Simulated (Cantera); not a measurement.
Input (Python, Cantera):

```python
import numpy as np
import cantera as ct

gas = ct.Solution("gri30.yaml")


def delay(T, t_max=10):
    gas.TPX = T, 180000, {'CH4': 1, 'O2': 3.17, 'N2': 21.9, 'CO2': 0.74}
    reactor = ct.IdealGasReactor(gas, clone=False)
    net = ct.ReactorNet([reactor])
    net.rtol, net.atol = 1e-8, 1e-16
    while net.time < t_max:
        t_old, T_old = net.time, reactor.T
        net.step()
        if reactor.T > T + 400:  # ignition: a rise of 400 K
            return t_old + (T + 400 - T_old) / (reactor.T - T_old) * (net.time - t_old)
    return np.nan


taus = []
for T in [1125, 1200, 1275, 1350, 1425, 1500, 1575]:
    taus.append(delay(T))
    print(f"T0 = {T:6g} K   tau = {taus[-1]:.4e} s")
```

Output:

```
T0 =   1125 K   tau = 1.1366e-01 s
T0 =   1200 K   tau = 3.8866e-02 s
T0 =   1275 K   tau = 1.4294e-02 s
T0 =   1350 K   tau = 5.6137e-03 s
T0 =   1425 K   tau = 2.3498e-03 s
T0 =   1500 K   tau = 1.0550e-03 s
T0 =   1575 K   tau = 5.1262e-04 s
```

Cantera simulation using GRI-Mech 3.0 (53 species, 325 reactions); the numbers are that mechanism's predictions, not measurements.
